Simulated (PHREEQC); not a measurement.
Dissolve 0.0072 mol/kgw NaOH, 0.011 mol/kgw K2SiO3 and 0.00085 mol/kgw K2CO3 at 80 °C. Closed to the air; pH follows from the charge balance.

The numbers come from PHREEQC with the ion-association model, wateq4f.dat.

Q: The ionic strength comes out as 0.0320 mol/kgw. What activity coefficients do H2SiO4-2, Na+, OH-, CO3-2, NaCO3- get?

A: H2SiO4-2 0.49, Na+ 0.83, OH- 0.82, CO3-2 0.49, NaCO3- 0.84.

No solid was allowed to form. Species that the database lacks are ignored. Away from 25 °C the constants follow the database's enthalpies or fits; those with neither stay at their 25 °C values.
